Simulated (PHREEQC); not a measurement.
Consider water at 61 °C with 3.9 mmol/kgw HNO3 and 2.8 mmol/kgw CuCl2. Closed to the air; pH follows from the charge balance.

All values are PHREEQC results (ion-association model, wateq4f.dat), not measurements.

This is a speciation only: nothing precipitates in the calculation.

Question: What pH does the model give?

Answer: pH 2.45.

Question: In which forms is Cl present?

Answer: Cl- 98 %, CuCl+ 2.2 % of the Cl.

Constants without temperature data keep their 25 °C values here.
